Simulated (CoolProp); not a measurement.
Properties of 1,2-dichloroethane along the isotherm 115.75 °C.

The numbers come from the reference Helmholtz-energy equation of state, Thol 2015 in CoolProp.

| p (bar) | phase | density (kg/m³) | speed of sound (m/s) | fugacity coefficient |
|---|---|---|---|---|
| 10.1 | liquid | 1105 | 848.2 | 0.2419 |
| 20.1 | liquid | 1107 | 855.8 | 0.1249 |
| 30.2 | liquid | 1109 | 863.4 | 0.08551 |
| 40.2 | liquid | 1111 | 870.8 | 0.06604 |
| 50.3 | liquid | 1113 | 878.1 | 0.05426 |
| 60.3 | liquid | 1115 | 885.2 | 0.04653 |
| 70.4 | liquid | 1117 | 892.3 | 0.04097 |
| 80.4 | liquid | 1118 | 899.2 | 0.03687 |
| 90.5 | liquid | 1120 | 906.0 | 0.03367 |
| 101 | liquid | 1122 | 913.0 | 0.03105 |
| 111 | liquid | 1124 | 919.5 | 0.02903 |
| 121 | liquid | 1125 | 926.0 | 0.02737 |
| 131 | liquid | 1127 | 932.3 | 0.02598 |
